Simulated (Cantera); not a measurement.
Feed: 1 mol Cr2O3, 2.3 mol H2, held at 2123 K and 1 atm.

These are equilibrium values from Cantera (NASA tables, ideal gas, pure condensed phases), not measurements of a reactor. Candidate condensed phases: Cr, Cr2O3, H2O; 13 gas species. Mutual solubility and eutectic melting of coexisting phases are not modelled. Kinetics and transport are ignored.

Base state: H2 0.970, H2O 0.0223, Cr 0.00412, H 0.00351, CrO 7.30e-5 (mole fractions); condensed: Cr(s) + Cr2O3(s).

What changes in the equilibrium state with this change: temperature from 2123 K to 1500 K?


```csv
species,before,after
H2,0.970,0.999
H2O,0.0223,0.00124
H,0.00351,1.75e-5
Cr,0.00412,5.55e-7
CrO,7.30e-5,<1e-9
"Cr(s), mol",0.0249,0.00190
"Cr2O3(s), mol",0.983,0.999
```

What changes in the equilibrium state with this change: temperature from 2123 K to 1375 K?


```json
[
 {"species": "H2", "before": "0.970", "after": "0.999"},
 {"species": "H2O", "before": "0.0223", "after": "0.000503"},
 {"species": "H", "before": "0.00351", "after": "3.40e-6"},
 {"species": "Cr", "before": "0.00412", "after": "3.33e-8"},
 {"species": "CrO", "before": "7.30e-5", "after": "<1e-9"},
 {"species": "Cr(s), mol", "before": "0.0249", "after": "0.000770"},
 {"species": "Cr2O3(s), mol", "before": "0.983", "after": "1.000"}
]
```
